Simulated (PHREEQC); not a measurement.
Consider water at 20 °C with 0.21 mol/kgw HCl, 0.0086 mol/kgw AlCl3 and 0.063 mol/kgw KCl. It is in equilibrium with CO2 at log p = -2 (atm). Otherwise closed; pH follows from the charge balance.

Computed with PHREEQC (ion-association model, wateq4f.dat).

Each row changes one thing in this solution. No solid was allowed to form.

| case | pH | AlOH+2 (mol/kgw) | HCO3- (mol/kgw) | SI of Gibbsite (Al(OH)3) | SI of Boehmite (AlOOH) |
|---|---|---|---|---|---|
| as made | 0.79 | 1.50e-7 | 1.37e-9 | -9.09 | -9.62 |
| temperature from 20 to 30 °C | 0.79 | [?] | [?] | -8.53 | -8.94 |
| AlCl3 from 0.0086 to 0.00172 mol/kgw | 0.78 | 3.02e-8 | 1.34e-9 | -9.77 | -10.30 |
| HCl from 0.21 to 0.42 mol/kgw | 0.49 | 7.34e-8 | [?] | -10.06 | -10.59 |
| KCl left out | 0.78 | [?] | 1.33e-9 | -9.06 | -9.59 |
| diluted 100-fold with water | [?] | 2.36e-7 | 8.71e-8 | -4.58 | -5.12 |

Problem. What belongs in the gaps?

Solution. 
- temperature from 20 to 30 °C, AlOH+2 (mol/kgw): 2.85e-7
- temperature from 20 to 30 °C, HCO3- (mol/kgw): 1.19e-9
- HCl from 0.21 to 0.42 mol/kgw, HCO3- (mol/kgw): 7.23e-10
- KCl left out, AlOH+2 (mol/kgw): 1.52e-7
- diluted 100-fold with water, pH: 2.70
